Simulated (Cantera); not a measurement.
Cantera run, input and output.

```python
import numpy as np
import cantera as ct

gas = ct.Solution("gri30.yaml")
gas.TPX = 625, 500000, {'C3H8': 1, 'O2': 3.57, 'N2': 13.4}
flame = ct.FreeFlame(gas, width=0.013)
flame.set_refine_criteria(ratio=3, slope=0.08, curve=0.16)
flame.transport_model = "mixture-averaged"
flame.solve(loglevel=0, auto=True)
z, T = flame.grid, flame.T
thick = (T[-1] - T[0]) / np.gradient(T, z).max()
show = ['C3H8', 'O2', 'CH4', 'CO2', 'OH', 'CH2O']
print(f"laminar burning velocity  {flame.velocity[0] * 100:.3f} cm/s")
print(f"burnt temperature         {T[-1]:.1f} K")
print(f"thermal thickness         {thick * 1e3:.4f} mm")
print(f"grid points               {len(z)}")
z0 = z[flame.heat_release_rate.argmax()]
print(f"{'z/mm':>9s}{'T/K':>9s}{'u/(m/s)':>9s}" + "".join(f"{s:>11s}" for s in show))
rows = []
for k in (-3, -2, -1.5, -1, -0.5, -0.25, 0, 0.25, 0.5, 1, 2, 4, 8):
    zz = z0 + k * thick
    rows.append([k * thick, np.interp(zz, z, T), np.interp(zz, z, flame.velocity),
                 *(np.interp(zz, z, flame.X[gas.species_index(s)]) for s in show)])
    print(f"{rows[-1][0] * 1e3:9.3f}{rows[-1][1]:9.1f}{rows[-1][2]:9.3f}" + "".join(f"{x:11.3e}" for x in rows[-1][3:]))
```

Output:

```
laminar burning velocity  77.310 cm/s
burnt temperature         2278.6 K
thermal thickness         0.0865 mm
grid points               141
     z/mm      T/K  u/(m/s)       C3H8         O2        CH4        CO2         OH       CH2O
   -0.260    625.4    0.776  5.548e-02  1.979e-01  5.088e-06  9.958e-07  9.778e-13  6.532e-07
   -0.173    629.6    0.785  5.520e-02  1.964e-01  4.595e-05  1.458e-05  1.457e-10  8.974e-06
   -0.130    644.4    0.809  5.481e-02  1.937e-01  1.759e-04  8.192e-05  3.997e-09  4.725e-05
   -0.087    731.7    0.932  5.300e-02  1.826e-01  8.631e-04  6.897e-04  1.863e-07  3.417e-04
   -0.043   1129.4    1.499  3.660e-02  1.359e-01  3.886e-03  5.489e-03  7.080e-06  1.690e-03
   -0.022   1510.3    2.083  1.261e-02  8.935e-02  6.260e-03  1.249e-02  1.204e-04  2.019e-03
    0.000   1881.1    2.663  3.452e-04  4.227e-02  4.752e-03  2.300e-02  8.277e-04  6.932e-04
    0.022   2086.2    2.968  3.502e-07  1.604e-02  1.538e-03  3.316e-02  1.813e-03  1.675e-04
    0.043   2167.6    3.081  1.685e-10  5.772e-03  4.199e-04  4.063e-02  2.303e-03  5.448e-05
    0.087   2214.4    3.137  8.688e-14  9.361e-04  4.458e-05  4.832e-02  2.297e-03  6.252e-06
    0.173   2238.2    3.163  9.350e-18  1.673e-04  2.073e-06  5.192e-02  1.826e-03  2.542e-07
    0.346   2256.3    3.186  1.380e-21  6.859e-05  6.887e-08  5.237e-02  1.272e-03  1.478e-08
    0.692   2269.1    3.202  1.178e-24  2.697e-05  2.771e-09  5.222e-02  8.101e-04  9.427e-09
```

Model: GRI-Mech 3.0 (53 species, 325 reactions), integrated in Cantera. GRI-Mech 3.0 was tuned for natural gas; its chemistry of propane as a main component is partial and can be far from experiment. Burning velocities carry a grid error of a few per cent, more on coarse grids.
